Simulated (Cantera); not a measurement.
A Cantera script and what it prints.

```python
import numpy as np
import cantera as ct

gas_names = """
    B BH BH2 BH3 BN BO BO2 B2 B2O B2O2 B2O3 B3O3H3 H HBO HBO2 HNO HNO2 HNO3 HO2 H2 H2O H2O2 H3B3O6 N NH
    NH2 NH3 NH2OH NO NO2 NO3 N2 N2H2 N2H4 N2O O OH O2 O3
""".split()
cond_names = """
    B(b) B(L) BN(s) B2O3(L) B3O3H3(cr) H2O(s) H2O(L)
""".split()


# ... load() reads the species with a 1 bar reference pressure and builds the phases ...
atoms = {
    'B2O3': {'B': 2, 'O': 3},
    'NH3': {'N': 1, 'H': 3},
    'H2': {'H': 2},
}
top_T = {'BN(s)': 3200}  # K; cautious upper limits of use, not melting points


# ... equilibrate(T, P, feed) seeds the gas with the atoms and calls Mixture.equilibrate('TP', solver="vcs", rtol=1e-11, max_steps=5000) ...
results = []
feed = {'B2O3': 1, 'NH3': 0.2, 'H2': 3.2}  # mol
T = 1275  # K
P = 37  # Pa
mix = equilibrate(T, P, feed)
results.append((T, P, feed, dict(zip(mix.species_names, mix.species_moles))))
x = sorted(zip(gas.X, gas.species_names), reverse=True)
print(f"T = {T:g} K  P = {P:g} Pa  gas = {mix.phase_moles(0):.4g} mol")
print("   x: " + "  ".join(f"{s} {v:.3e}" for v, s in x if v > 1e-06))
print("   condensed (mol): " + ("  ".join(f"{mix.phase(i).name} {mix.phase_moles(i):.4g}"
      for i in range(1, mix.n_phases) if mix.phase_moles(i) > 1e-12) or "none"))
```

Output:

```
T = 1275 K  P = 37 Pa  gas = 3.605 mol
   x: H2 9.695e-01  N2 2.757e-02  HBO2 1.585e-03  HBO 8.926e-04  B2O3 2.485e-04  H2O 1.811e-04  H 3.773e-05  B2O2 1.259e-05  BO 1.312e-06
   condensed (mol): BN(s) 0.001235  B2O3(L) 0.994
```

Method: chemical equilibrium by Gibbs-energy minimisation in Cantera with the NASA 1993 tables (ideal gas, pure condensed phases). Mutual solubility and eutectic melting of coexisting phases are not modelled.
